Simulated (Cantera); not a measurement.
Input: 1 mol SiCl₄, 1200 mol H₂, equilibrated at 1.33 mbar.

These are equilibrium values from Cantera (NASA tables, ideal gas, pure condensed phases), not measurements of a reactor. Candidate condensed phases: Si; 19 gas species. Rates play no part.

x: gas mole fraction; nothing condenses.

```
T (K)   x H₂     x H    x HCl      x Cl      x Si    x SiH
-----  -----  ------  -------  --------  --------  -------
2023   0.945  0.0506  0.00311  0.000124  0.000787  1.80e-5
2098   0.915  0.0806  0.00299  0.000194  0.000780  1.48e-5
2173   0.873   0.123  0.00283  0.000292  0.000766  1.22e-5
2248   0.815       …        …         …  0.000744        …
2323       …       …        …         …  0.000716        …
2398   0.649   0.348  0.00199  0.000759  0.000680  6.21e-6
2473   0.546   0.451  0.00162  0.000950  0.000638  4.74e-6
2548   0.437   0.560  0.00126   0.00113  0.000594  3.53e-6
```

Q: Some entries are withheld; supply them.

A: 
- 2248, x H: 0.182
- 2248, x HCl: 0.00260
- 2248, x Cl: 0.000420
- 2248, x SiH: 9.91e-6
- 2323, x H₂: 0.740
- 2323, x H: 0.257
- 2323, x HCl: 0.00232
- 2323, x Cl: 0.000578
- 2323, x SiH: 7.93e-6
